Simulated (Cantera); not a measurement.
**Reactions in the system C-O-Ta**

Standard-state values (1 bar) from the NASA 1993 polynomials, evaluated with Cantera. Values are per mole of reaction as written; species without (g) are pure solids or liquids, kept so even where they would boil at 1 bar. TaC: taken at fixed stoichiometry.

7 O(g) + 2 TaC ⇌ 2 CO(g) + Ta2O5

| T (K) | ΔH° (kJ) | ΔS° (J/K) | ΔG° (kJ) | log10 K |
|---|---|---|---|---|
| 2225 | -3599.0 | -629.4 | -2198.7 | 51.62 |
| 2325 | -3594.3 | -627.3 | -2135.9 | 47.99 |
| 2425 | -3589.6 | -625.3 | -2073.3 | 44.66 |
| 2525 | -3585.1 | -623.5 | -2010.8 | 41.60 |
| 2625 | -3580.8 | -621.8 | -1948.6 | 38.77 |
| 2725 | -3576.5 | -620.2 | -1886.5 | 36.16 |
| 2825 | -3572.5 | -618.7 | -1824.5 | 33.73 |
